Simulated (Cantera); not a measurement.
Carbon deposition, reforming and gasification: CH₄ + H₂O + H₂

A closed system holds: 1 mol CH₄, 4.7 mol H₂O, a varied amount of H₂, equilibrated at 1825 K and 1 atm.

Equilibrium computed with Cantera from the NASA thermochemical tables; the gas is ideal and each condensed phase is pure. Candidate condensed phases: C, C₆H₆, C₇H₈, C₈H₁₈, H₂O; 110 gas species. Kinetics and transport are ignored.

| n(H₂) (mol) | log p H₂ | log p H₂O | log p CO | log p CO₂ |
|---|---|---|---|---|
| 0.55 | -0.34 | -0.37 | -1.00 | -1.63 |
| 0.83 | -0.32 | -0.38 | -1.01 | -1.66 |
| 1.3 | -0.30 | -0.40 | -1.03 | -1.72 |
| 1.9 | -0.27 | -0.43 | -1.05 | -1.79 |
| 2.8 | -0.24 | -0.46 | -1.08 | -1.89 |
| 4.2 | -0.21 | -0.51 | -1.12 | -2.02 |
| 6.4 | -0.17 | -0.59 | -1.18 | -2.20 |
| 9.6 | -0.13 | -0.67 | -1.26 | -2.40 |
| 14 | -0.10 | -0.77 | -1.35 | -2.62 |
| 22 | -0.07 | -0.90 | -1.48 | -2.91 |
| 33 | -0.05 | -1.04 | -1.62 | -3.20 |
| 49 | -0.03 | -1.18 | -1.76 | -3.50 |
| 74 | -0.02 | -1.34 | -1.91 | -3.82 |
log p: log10 of the partial pressure in bar; nothing condenses.

From 0.55 mol H₂ to 74 mol H₂ nothing is condensed. The main C-bearing gas is CO throughout.
